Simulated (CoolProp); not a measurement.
Vapour-liquid equilibrium of CH2F2 (R32) (1) + n-butane (2) at 38.15 °C; x and y are mole fractions of (1).

Model: multi-fluid Helmholtz-energy mixture model, Tillner-Roth 1997 and Bücker 2006; pair parameters Bell 2016, in CoolProp.

| x | bubble pressure, mixture model (MPa) | bubble pressure, Raoult's law (MPa) | y, mixture model | y, Raoult's law |
|---|---|---|---|---|
| 0.05 | [?] | 0.4598 | [?] | 0.258 |
| 0.2 | 1.433 | 0.7611 | 0.729 | 0.622 |
| 0.35 | [?] | 1.062 | 0.785 | 0.780 |
| 0.5 | [?] | 1.364 | 0.811 | 0.868 |
| 0.65 | 2.120 | 1.665 | 0.836 | 0.924 |
| 0.8 | 2.255 | 1.967 | [?] | 0.963 |
| 0.95 | [?] | 2.268 | [?] | 0.992 |

Problem. Some entries are withheld; supply them.

Solution. 
- 0.05, bubble pressure, mixture model (MPa): 0.7102
- 0.05, y, mixture model: 0.473
- 0.35, bubble pressure, mixture model (MPa): 1.795
- 0.5, bubble pressure, mixture model (MPa): 1.982
- 0.8, y, mixture model: 0.876
- 0.95, bubble pressure, mixture model (MPa): 2.361
- 0.95, y, mixture model: 0.956

The largest gap from Raoult's law is +88.3 % in bubble pressure, at x = 0.2. No azeotrope shows between x = 0.05 and 0.95.

The pair parameters rest on a limited set of measurements; away from them the model extrapolates. With so large a gap from Raoult's law the liquid may split in two, which this calculation doesn't test in full.
